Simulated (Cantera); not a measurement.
Input: 1 mol Si2Cl6, 0.025 mol Cl2, a varied amount of H2, at 1073 K and 1 atm.

Equilibrium computed with Cantera from the NASA thermochemical tables; the gas is ideal and each condensed phase is pure. Candidate condensed phases: Si; 19 gas species. The feed counts by its element totals alone. The tables' values for SiCl3 are old estimates; treat these amounts as uncertain. The numbers say what is thermodynamically allowed, not how fast it happens.

At 11 mol H2, list the 4 most abundant gas species with their mole fractions, and the condensed phases.

H2 0.851, SiCl4 0.0802, SiHCl3 0.0447, HCl 0.0187. Condensed: Si(s).
